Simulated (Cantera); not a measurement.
Feed: 1 mol borazine, 0.19 mol O2, 57 mol H2, equilibrated at 1775 °C and 27.0 mbar.

These are equilibrium values from Cantera (NASA tables, ideal gas, pure condensed phases), not measurements of a reactor. Candidate condensed phases: B, BN, B2O3, B3O3H3, H2O; 39 gas species. The feed counts by its element totals alone. Mutual solubility and eutectic melting of coexisting phases are not modelled. The tables' values for BH2 are old estimates; treat these amounts as uncertain. The numbers say what is thermodynamically allowed, not how fast it happens.

Base state: H2 0.971, H 0.0134, N2 0.00877, HBO 0.00508, BO 0.000975, BH2 0.000595, B2O2 6.75e-5, B2O 1.62e-5 (mole fractions); condensed: B(s) + BN(s).

**Question.** What changes in the equilibrium state with this change: O2 from 0.19 to 3.6 mol?

**Answer.** 
```json
[
 {"species": "H2", "before": "0.971", "after": "0.890"},
 {"species": "HBO2", "before": "9.94e-7", "after": "0.0320"},
 {"species": "H2O", "before": "1.24e-6", "after": "0.0303"},
 {"species": "N2", "before": "0.00877", "after": "0.0236"},
 {"species": "H", "before": "0.0134", "after": "0.0129"},
 {"species": "B2O3", "before": "8.95e-8", "after": "0.00381"},
 {"species": "BO2", "before": "1.81e-9", "after": "6.08e-5"},
 {"species": "B(s), mol", "before": "0.655", "after": "0"},
 {"species": "BN(s), mol", "before": "1.93", "after": "0"}
]
```

**Question.** What changes in the equilibrium state with this change: temperature from 1775 °C to 1100 °C?

**Answer.** 
```json
[
 {"species": "H2", "before": "0.971", "after": "0.996"},
 {"species": "N2", "before": "0.00877", "after": "0.00197"},
 {"species": "HBO2", "before": "9.94e-7", "after": "0.000753"},
 {"species": "H", "before": "0.0134", "after": "2.02e-5"},
 {"species": "BH2", "before": "0.000595", "after": "3.71e-9"},
 {"species": "B2O", "before": "1.62e-5", "after": "<1e-9"},
 {"species": "B", "before": "1.08e-5", "after": "<1e-9"},
 {"species": "BO", "before": "0.000975", "after": "3.61e-7"},
 {"species": "B(s), mol", "before": "0.655", "after": "0"},
 {"species": "BN(s), mol", "before": "1.93", "after": "2.76"},
 {"species": "B2O3(l), mol", "before": "0", "after": "0.0760"}
]
```
